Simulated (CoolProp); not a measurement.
A Linde-Hampson liquefier for carbon monoxide: isothermal reversible compression at 230 K from 1 atm to 5 MPa, throttling to 1 atm, return gas leaving the recuperator 10 K below the feed. Each further row changes one setting.

The numbers come from the reference Helmholtz-energy equation of state, Lemmon 2006 in CoolProp. It is a short technical equation, of lower accuracy than the large ones.

```tsv
case	liquid yield per pass	compression work (kJ/kg of gas)
as stated	[?]	261
high pressure 10 MPa	[?]	[?]
warm-end temperature 260 K	0.015	298
warm-end gap 15 K	0.015	261
```

Task: Some entries are withheld; supply them.

Result: 
- as stated, liquid yield per pass: 0.030
- high pressure 10 MPa, liquid yield per pass: 0.084
- high pressure 10 MPa, compression work (kJ/kg of gas): 305
